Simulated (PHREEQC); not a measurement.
Copper plating or etch bath: an equilibrium model

Solution (65 °C): 0.019 mol Cu(BF4)2 and 0.00118 mol HCl per kg of water. Closed to the air; pH follows from the charge balance.

Computed with PHREEQC (ion-association model, phreeqc.dat).

Precipitation was switched off in this run.

**Question.** What pH, ionic strength does the model give?

**Answer.** pH 2.77; ionic strength 0.0577 mol/kgw.

**Question.** In which forms is B present?

**Answer.** BF4- 84 %, BF3OH- 6.3 %, H3BO3 6.2 %, BF2(OH)2- 3.2 % of the B.

Constants without temperature data keep their 25 °C values here. Real BF4- forms and hydrolyses slowly; the run takes it at equilibrium.
